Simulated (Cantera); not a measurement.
Input (Python, Cantera):

```python
import numpy as np
import cantera as ct

gas = ct.Solution("gri30.yaml")
gas.TPX = 1525, 2666, {'C2H6': 1, 'N2': 1, 'CH4': 0.014}
reactor = ct.IdealGasConstPressureReactor(gas, energy="off", clone=False)
net = ct.ReactorNet([reactor])
net.rtol, net.atol = 1e-08, 1e-18
show = ['C2H6', 'C2H2', 'CH3', 'H', 'HCN', 'C2H4', 'H2']
times = np.geomspace(5e-06, 3, 14)

steps = ct.SolutionArray(gas, extra=["t"])
rows = []
print(f"{'t/s':>10s}{'T/K':>9s}{'P/Pa':>11s}" + "".join(f"{s:>11s}" for s in show))
for t in times:
    while net.time < t:
        t_next = net.step()
        steps.append(gas.state, t=t_next)
    rows.append([np.interp(t, steps.t, y) for y in (steps.T, steps.P, *steps(*show).X.T)])
    print(f"{t:10.3e}{rows[-1][0]:9.1f}{rows[-1][1]:11.4g}" + "".join(f"{x:11.3e}" for x in rows[-1][2:]))
rate = np.gradient(steps.T, steps.t)
print("integrator steps:", len(steps.t))
if steps.T.max() > steps.T[0] + 200:
    print(f"time of steepest temperature rise: {steps.t[rate.argmax()]:.4e} s")
gas.TPX = 1525, 2666, {'C2H6': 1, 'N2': 1, 'CH4': 0.014}
gas.equilibrate("TP")
print(f"equilibrium (TP): T = {gas.T:.1f} K  " + "  ".join(f"{s} {gas[s].X[0]:.3e}" for s in show))
```

Output:

```
       t/s      T/K       P/Pa       C2H6       C2H2        CH3          H        HCN       C2H4         H2
 5.000e-06   1525.0       2666  4.958e-01  5.438e-12  8.889e-04  6.287e-07  2.753e-16  1.313e-06  1.342e-06
 1.391e-05   1525.0       2666  4.945e-01  4.092e-10  2.385e-03  4.953e-06  2.595e-14  2.666e-05  2.558e-05
 3.872e-05   1525.0       2666  4.897e-01  7.068e-08  5.943e-03  3.718e-05  1.592e-11  5.462e-04  5.458e-04
 1.077e-04   1525.0       2666  4.654e-01  1.840e-05  1.285e-02  1.694e-04  2.037e-09  8.819e-03  8.296e-03
 2.998e-04   1525.0       2666  3.625e-01  1.292e-03  2.212e-02  3.291e-04  1.652e-08  5.965e-02  5.222e-02
 8.343e-04   1525.0       2666  1.655e-01  1.572e-02  1.870e-02  4.344e-04  3.793e-08  1.532e-01  1.422e-01
 2.322e-03   1525.0       2666  2.557e-02  6.321e-02  7.562e-03  4.308e-04  5.405e-08  1.742e-01  2.259e-01
 6.461e-03   1525.0       2666  1.684e-03  1.169e-01  1.927e-03  1.773e-04  5.752e-08  1.228e-01  2.806e-01
 1.798e-02   1525.0       2666  1.566e-04  1.511e-01  6.303e-04  6.643e-05  5.614e-08  8.129e-02  3.107e-01
 5.003e-02   1525.0       2666  3.428e-05  1.778e-01  3.116e-04  3.609e-05  5.451e-08  4.786e-02  3.332e-01
 1.392e-01   1525.0       2666  2.761e-05  2.035e-01  2.946e-04  3.769e-05  5.291e-08  1.563e-02  3.554e-01
 3.874e-01   1525.0       2666  3.132e-05  2.160e-01  3.249e-04  4.578e-05  5.254e-08  1.581e-03  3.703e-01
 1.078e+00   1525.0       2666  2.532e-05  2.204e-01  2.954e-04  4.939e-05  5.376e-08  1.099e-03  3.864e-01
 3.000e+00   1525.0       2666  1.491e-05  2.283e-01  2.323e-04  5.736e-05  5.754e-08  9.049e-04  4.174e-01
integrator steps: 1251
equilibrium (TP): T = 1525.0 K  C2H6 5.537e-08  C2H2 1.987e-01  CH3 1.137e-05  H 1.030e-04  HCN 1.004e-01  C2H4 5.821e-04  H2 4.986e-01
```

Model: GRI-Mech 3.0 (53 species, 325 reactions), integrated in Cantera. GRI-Mech 3.0 stops at C3 and has no aromatics, soot or wall deposition, so with more carbon than oxygen in the feed, carbon stays in small species such as C2H2 where larger ones or solid carbon would form. Radical loss at walls, strong at low pressure, is not modelled.
